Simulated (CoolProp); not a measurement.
A single-stage vapour-compression cycle with the fluid: evaporating at 306.15 K (dew point), condensing at 347.15 K (bubble point), superheat 8 K, subcooling 0 K, compressor efficiency 0.8, no pressure losses. The same conditions are run with several fluids, on thermodynamics alone (safety and materials aside).

The numbers come from the reference Helmholtz-energy equation of state of each fluid (R407C: Lemmon 2003; R11: Jacobsen 1992; R123: Younglove 1994; R124: de Vries 1995; neopentane: Lemmon 2006; R113: Marx 1992) in CoolProp. Blends and air are pseudo-pure fits.

| fluid | cooling COP | pressure ratio | discharge temperature (K) | refrigerating effect (kJ/kg) | volumetric capacity (kJ/m³) |
|---|---|---|---|---|---|
| R407C | 3.33 | 2.90 | 374.1 | 108 | 5650 |
| R11 | 5.20 | 3.24 | 365.9 | 145 | 1110 |
| R123 | 5.05 | 3.44 | 356.4 | 130 | 972 |
| R124 | 4.52 | 2.84 | 355.6 | 98.4 | 2820 |
| neopentane | 4.66 | 2.93 | 347.2 | 209 | 1360 |
| R113 | 5.07 | 3.70 | 351.0 | 115 | 517 |

The compression ends wet for: neopentane.
